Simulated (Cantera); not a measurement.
A perfectly stirred reactor is fed with NH3 : H2 = 1 : 0.18 (molar parts), at 0.0270 bar; it is held at 1600 K, and followed from long to short residence time.

Detailed kinetics in Cantera: the gas-phase N/H chemistry of the illustrative SiF4/NH3 mechanism in the Surface Chemkin manual (1991). Walls and surfaces, which speed up NH3 decomposition in real reactors, are not modelled.

Task: What does this change do: pressure from 0.0270 bar to 1.01 bar?

Result: 
| quantity | before | after |
|---|---|---|
| x(NH3) at τ = 3.40 s | 0.805 | 0.569 |
| x(H2) at τ = 3.40 s | 0.184 | 0.356 |
| x(NH2) at τ = 3.40 s | 0.000145 | 6.41e-5 |
| x(N2) at τ = 3.40 s | 0.0115 | 0.0754 |
| x(N2H4) at τ = 3.40 s | 1.59e-8 | 1.17e-7 |
| x(NH3) at τ = 35.0 ms | 0.847 | 0.842 |
| x(H2) at τ = 35.0 ms | 0.153 | 0.156 |
| x(NH2) at τ = 35.0 ms | 6.22e-5 | 8.63e-5 |
| x(N2) at τ = 35.0 ms | 1.72e-5 | 0.00136 |
| x(N2H4) at τ = 35.0 ms | 2.92e-9 | 2.12e-7 |

Task: What does this change do: temperature 1600 to 1998 K?

Result: 
| quantity | before | after |
|---|---|---|
| x(NH3) at τ = 3.40 s | 0.805 | 0.136 |
| x(H2) at τ = 3.40 s | 0.184 | 0.671 |
| x(NH2) at τ = 3.40 s | 0.000145 | 0.000386 |
| x(N2) at τ = 3.40 s | 0.0115 | 0.192 |
| x(N2H4) at τ = 3.40 s | 1.59e-8 | 1.89e-9 |
| x(NH3) at τ = 35.0 ms | 0.847 | 0.802 |
| x(H2) at τ = 35.0 ms | 0.153 | 0.185 |
| x(NH2) at τ = 35.0 ms | 6.22e-5 | 0.00129 |
| x(N2) at τ = 35.0 ms | 1.72e-5 | 0.0118 |
| x(N2H4) at τ = 35.0 ms | 2.92e-9 | 2.12e-8 |
